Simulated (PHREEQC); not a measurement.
Consider water at 25 °C with 2.4e-05 mol H4SiO4 and 0.18 mol FeSO4 per kg of water. Closed to the air; pH follows from the charge balance.

All values are PHREEQC results (ion-association model, phreeqc.dat), not measurements.

Precipitation was switched off in this run.

Q: Estimate the pH.

A: pH 5.82.

Q: In which forms is Fe present?

A: Fe+2 51 %, FeSO4 49 % of the Fe.
